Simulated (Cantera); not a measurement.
What does this Cantera script print?

```python
import numpy as np
import cantera as ct

gas_names = """
    AL ALH ALO ALOH ALO2 ALO2H AL2 AL2O AL2O2 H HALO HO2 H2 H2O H2O2 O OH O2 O3
""".split()
cond_names = """
    AL(cr) AL(L) AL2O3(a) AL2O3(L) H2O(s) H2O(L)
""".split()


# ... load() reads the species with a 1 bar reference pressure and builds the phases ...
atoms = {
    'Al2O3': {'AL': 2, 'O': 3},
    'H2': {'H': 2},
}
top_T = {}  # K; cautious upper limits of use, not melting points


# ... equilibrate(T, P, feed) seeds the gas with the atoms and calls Mixture.equilibrate('TP', solver="vcs", rtol=1e-11, max_steps=5000) ...
results = []
feed = {'Al2O3': 1, 'H2': 29}  # mol
P = 101325  # Pa
for T in [1200, 1300, 1400, 1500, 1600, 1700, 1800, 1900, 2000, 2100, 2200, 2300]:
    mix = equilibrate(T, P, feed)
    results.append((T, P, feed, dict(zip(mix.species_names, mix.species_moles))))

top = {s: max(r[3][s] / sum(r[3][g] for g in gas_names) for r in results) for s in gas_names}
cols = sorted((s for s in top if top[s] > 0.0001), key=lambda s: -top[s])[:8]
seen = [c for c in cond_names if any(r[3].get(c, 0) > 1e-12 for r in results)]
print("log10 of partial pressures in bar; condensed amounts in mol")
print(f"{'T/K':>10s}" + "".join(f"{s[:9]:>10s}" for s in cols + seen))
for T, P, feed, n in results:
    ng = sum(n[g] for g in gas_names)
    print(f"{T:10.4g}" + "".join(f"{np.log10(max(n[s] / ng * P / 1e5, 1e-99)):10.3f}" for s in cols)
          + "".join(f"{n.get(c, 0):10.4g}" for c in seen))
```

Result:

```
log10 of partial pressures in bar; condensed amounts in mol
       T/K        H2         H       H2O        AL      AL2O  AL2O3(a)
      1200     0.006    -6.702    -9.173   -10.147   -11.756         1
      1300     0.006    -5.953    -8.201    -8.986   -10.320         1
      1400     0.006    -5.310    -7.360    -8.009    -9.115         1
      1500     0.006    -4.752    -6.623    -7.179    -8.097         1
      1600     0.006    -4.262    -5.971    -6.470    -7.230         1
      1700     0.006    -3.829    -5.389    -5.857    -6.486         1
      1800     0.006    -3.443    -4.868    -5.324    -5.840    0.9999
      1900     0.005    -3.098    -4.398    -4.855    -5.275    0.9995
      2000     0.005    -2.786    -3.973    -4.439    -4.776    0.9988
      2100     0.004    -2.504    -3.588    -4.067    -4.333    0.9969
      2200     0.003    -2.248    -3.237    -3.733    -3.936     0.993
      2300     0.001    -2.014    -2.917    -3.431    -3.580     0.985
```

These are equilibrium values from Cantera (NASA tables, ideal gas, pure condensed phases), not measurements of a reactor. The tables' values for AlOH are old estimates; treat these amounts as uncertain.
